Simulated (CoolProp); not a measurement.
Vapour-liquid equilibrium of isobutene (1) + n-butane (2) at 349.1 K; x and y are mole fractions of (1).

Model: multi-fluid Helmholtz-energy mixture model, Lemmon 2005 and Bücker 2006; pair parameters Bell 2016, in CoolProp.

Task: Give the bubble pressure and the first vapour's composition at x = 0.25, 0.55, 0.75. Is there an azeotrope?

Result: x = 0.25: 0.9826 MPa, y = 0.282; x = 0.55: 1.043 MPa, y = 0.584; x = 0.75: 1.079 MPa, y = 0.773. No azeotrope shows between x = 0.05 and 0.95.

Pair parameters are fitted to limited data, so mixtures are less certain than the pure fluids.
